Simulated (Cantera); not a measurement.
A Cantera script and its output.

```python
import numpy as np
import cantera as ct

gas = ct.Solution("gri30.yaml")
gas.TPX = 1348, 13332, {'N2O': 1, 'H2O': 0.0055, 'N2': 0.034}
reactor = ct.IdealGasConstPressureReactor(gas, energy="off", clone=False)
net = ct.ReactorNet([reactor])
net.rtol, net.atol = 1e-08, 1e-18
show = ['N2O', 'H2O', 'N2', 'O2', 'HO2', 'H2O2', 'NO2']
times = np.geomspace(3e-05, 30, 10)

steps = ct.SolutionArray(gas, extra=["t"])
rows = []
print(f"{'t/s':>10s}{'T/K':>9s}{'P/Pa':>11s}" + "".join(f"{s:>11s}" for s in show))
for t in times:
    while net.time < t:
        t_next = net.step()
        steps.append(gas.state, t=t_next)
    rows.append([np.interp(t, steps.t, y) for y in (steps.T, steps.P, *steps(*show).X.T)])
    print(f"{t:10.3e}{rows[-1][0]:9.1f}{rows[-1][1]:11.4g}" + "".join(f"{x:11.3e}" for x in rows[-1][2:]))
rate = np.gradient(steps.T, steps.t)
print("integrator steps:", len(steps.t))
if steps.T.max() > steps.T[0] + 200:
    print(f"time of steepest temperature rise: {steps.t[rate.argmax()]:.4e} s")
gas.TPX = 1348, 13332, {'N2O': 1, 'H2O': 0.0055, 'N2': 0.034}
gas.equilibrate("TP")
print(f"equilibrium (TP): T = {gas.T:.1f} K  " + "  ".join(f"{s} {gas[s].X[0]:.3e}" for s in show))
```

Result:

```
       t/s      T/K       P/Pa        N2O        H2O         N2         O2        HO2       H2O2        NO2
 3.000e-05   1348.0  1.333e+04  9.620e-01  5.291e-03  3.273e-02  4.529e-06  8.337e-10  1.407e-14  9.187e-13
 1.392e-04   1348.0  1.333e+04  9.618e-01  5.290e-03  3.282e-02  4.425e-05  4.225e-08  3.591e-12  1.537e-10
 6.463e-04   1348.0  1.333e+04  9.611e-01  5.287e-03  3.326e-02  2.473e-04  9.493e-07  7.093e-10  5.056e-08
 3.000e-03   1348.0  1.333e+04  9.577e-01  5.275e-03  3.532e-02  1.192e-03  4.681e-06  2.491e-08  7.445e-06
 1.392e-02   1348.0  1.333e+04  9.421e-01  5.243e-03  4.485e-02  5.551e-03  2.968e-06  1.075e-08  1.067e-04
 6.463e-02   1348.0  1.333e+04  8.741e-01  5.119e-03  8.632e-02  2.470e-02  1.109e-06  2.608e-09  3.014e-04
 3.000e-01   1348.0  1.333e+04  6.314e-01  4.685e-03  2.345e-01  9.362e-02  2.601e-07  1.297e-09  2.988e-04
 1.392e+00   1348.0  1.333e+04  1.800e-01  3.881e-03  5.108e-01  2.226e-01  3.951e-08  9.318e-10  1.765e-04
 6.463e+00   1348.0  1.333e+04  4.002e-03  3.575e-03  6.208e-01  2.751e-01  8.344e-09  1.583e-10  2.049e-04
 3.000e+01   1348.0  1.333e+04  2.433e-06  3.570e-03  6.236e-01  2.765e-01  8.152e-09  5.372e-11  3.596e-04
integrator steps: 1850
equilibrium (TP): T = 1348.0 K  N2O 1.349e-08  H2O 3.569e-03  N2 6.713e-01  O2 3.245e-01  HO2 9.191e-09  H2O2 5.806e-11  NO2 2.507e-06
```

Model: GRI-Mech 3.0 (53 species, 325 reactions), integrated in Cantera. GRI-Mech 3.0 was tuned for natural gas; its chemistry of N2O as a main component is partial and can be far from experiment. The mechanism lacks the step 2 NO + O2 → 2 NO2, which can matter for NO2 below about 1400 K. The temperature is held fixed by assumption; the heat of reaction is taken as removed at once.
